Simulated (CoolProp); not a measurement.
C3F8 (R218) along the isotherm 181.5 K: density (kg/m³) from the reference equation and from simpler models built on Tc = 345.0 K, pc = 2.640 MPa, ω = 0.317; each cubic takes its own stable root.

Values from CoolProp's reference Helmholtz-energy equation of state, Lemmon 2006. It is a short technical equation, of lower accuracy than the large ones.

```tsv
p (MPa)	phase	reference
0.0125	liquid	1812
0.0184	liquid	1812
0.027	liquid	1812
0.0396	liquid	1812
0.0581	liquid	1812
0.0853	liquid	1812
0.125	liquid	1812
0.184	liquid	1812
0.27	liquid	1812
0.396	liquid	1813
0.581	liquid	1813
0.853	liquid	1814
1.25	liquid	1815
1.84	liquid	1816
2.7	liquid	1818
3.96	liquid	1821
```

How far does each simpler model (Soave-Redlich-Kwong, Peng-Robinson) lie from the reference over these 16 states: mean and median of the absolute difference, and the worst?


- Soave-Redlich-Kwong: mean 5.7 %, median 5.7 %, worst -5.7 % at 181.5 K and 0.0125 MPa
- Peng-Robinson: mean 6.1 %, median 6.1 %, worst +6.2 % at 181.5 K and 3.96 MPa
